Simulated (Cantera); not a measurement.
Feed: 1 mol K₂SO₄, 0.059 mol C, 0.04 mol O₂, equilibrated at 24.0 mbar.

Equilibrium computed with Cantera from the NASA thermochemical tables; the gas is ideal and each condensed phase is pure. Candidate condensed phases: C, K, KO₂, K₂CO₃, K₂O, K₂O₂, K₂S, K₂SO₄, S; 26 gas species. Mutual solubility and eutectic melting of coexisting phases are not modelled. Gases not in the tables: S₃ to S₇. Equilibrium is a limit: real reactors are often held back by kinetics, nucleation or transport.

### Question
At 1073 K, list the 4 most abundant gas species with their mole fractions, and the condensed phases.

### Answer
CO₂ 0.841, CO 0.159, COS 0.000517, S₂ 0.000105. Condensed: K₂CO₃(s) + K₂S(s) + K₂SO₄(s).
